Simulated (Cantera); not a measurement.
Mixture: 14.5 % CO, 20.3 % H2, 2.47 % CH4, 13.2 % O2, 49.5 % N2, at 10.0 bar, adiabatic and at constant volume. Ignition delay is the time to a rise of 400 K.

Computed with Cantera and GRI-Mech 3.0 (53 species, 325 reactions). Where the delays flatten at high temperature, the 400 K rule measures the pace of heat release, not the induction time.

### Question
Predict: delay at 1225 K; delay at 1425 K; delay at 1625 K; delay at 1825 K; delay at 2025 K; apparent activation energy between 1925 and 2125 K.

### Answer
| Item | Value |
|---|---|
| delay at 1225 K | 28.9 µs |
| delay at 1425 K | 4.23 µs |
| delay at 1625 K | 1.70 µs |
| delay at 1825 K | 0.929 µs |
| delay at 2025 K | 0.585 µs |
| apparent activation energy between 1925 and 2125 K | 71 kJ/mol |
